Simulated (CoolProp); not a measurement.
Saturation properties of ethylene (Tc = 9.2 °C, pc = 5.042 MPa, ω = 0.087).

Model: reference Helmholtz-energy equation of state, Smukala 2000, in CoolProp.

```csv
T (°C),p (MPa),liquid density (kg/m³),vapour density (kg/m³),enthalpy of vaporisation (kJ/kg),liquid cp (kJ/(kg K))
-83.55,0.2900,537.7,5.548,450.9,2.475
-76.25,0.4003,526.2,7.514,438.1,2.511
-68.85,0.5411,514.2,10.01,424.3,2.557
-61.45,0.7156,501.6,13.11,409.3,2.615
-54.05,0.9280,488.3,16.93,393.1,2.690
-46.75,1.179,474.5,21.55,375.6,2.784
-39.35,1.481,459.6,27.27,356.0,2.908
-31.95,1.834,443.4,34.31,334.1,3.074
-24.65,2.239,425.9,42.94,309.7,3.304
-17.25,2.712,405.9,54.02,281.1,3.656
-9.85,3.254,382.5,68.57,246.9,4.264
```

It boils at -103.8 °C under 1 atm.
